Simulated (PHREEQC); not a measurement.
Consider water at 25 °C with 3.3 mol MgCl2 and 0.45 mol MnCl2 per kg of water. Closed to the air; pH follows from the charge balance.

The numbers come from PHREEQC with the Pitzer model, pitzer.dat.

This is a speciation only: nothing precipitates in the calculation.

Problem. Estimate the pH.

Solution. pH 4.06.

Species that the database lacks are ignored. In brines, pH and single-ion activities rest on the MacInnes convention.
